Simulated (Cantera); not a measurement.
Standard-state values (1 bar) from the NASA 1993 polynomials, evaluated with Cantera. Values are per mole of reaction as written; species without (g) are pure solids or liquids, kept so even where they would boil at 1 bar.

P4O10 + 4 NH3(g) → 4 PH3(g) + 2 O3(g) + 4 NO(g)

```json
[
 {"T (K)": "300", "ΔH° (kJ)": "3864.1", "ΔS° (J/K)": "1162.3", "ΔG° (kJ)": "3515.4", "log10 K": "-612.08"},
 {"T (K)": "375", "ΔH° (kJ)": "3862.6", "ΔS° (J/K)": "1157.7", "ΔG° (kJ)": "3428.4", "log10 K": "-477.54"},
 {"T (K)": "400", "ΔH° (kJ)": "3861.7", "ΔS° (J/K)": "1155.4", "ΔG° (kJ)": "3399.5", "log10 K": "-443.92"},
 {"T (K)": "425", "ΔH° (kJ)": "(withheld)", "ΔS° (J/K)": "(withheld)", "ΔG° (kJ)": "(withheld)", "log10 K": "(withheld)"},
 {"T (K)": "450", "ΔH° (kJ)": "3859.3", "ΔS° (J/K)": "1149.9", "ΔG° (kJ)": "3341.9", "log10 K": "-387.91"},
 {"T (K)": "475", "ΔH° (kJ)": "(withheld)", "ΔS° (J/K)": "(withheld)", "ΔG° (kJ)": "(withheld)", "log10 K": "(withheld)"},
 {"T (K)": "500", "ΔH° (kJ)": "(withheld)", "ΔS° (J/K)": "(withheld)", "ΔG° (kJ)": "(withheld)", "log10 K": "(withheld)"}
]
```

Question: What belongs in the gaps?

Answer: 
- 425, ΔH° (kJ): 3860.6
- 425, ΔS° (J/K): 1152.8
- 425, ΔG° (kJ): 3370.7
- 425, log10 K: -414.26
- 475, ΔH° (kJ): 3857.9
- 475, ΔS° (J/K): 1146.9
- 475, ΔG° (kJ): 3313.2
- 475, log10 K: -364.33
- 500, ΔH° (kJ): 3856.4
- 500, ΔS° (J/K): 1143.7
- 500, ΔG° (kJ): 3284.5
- 500, log10 K: -343.12
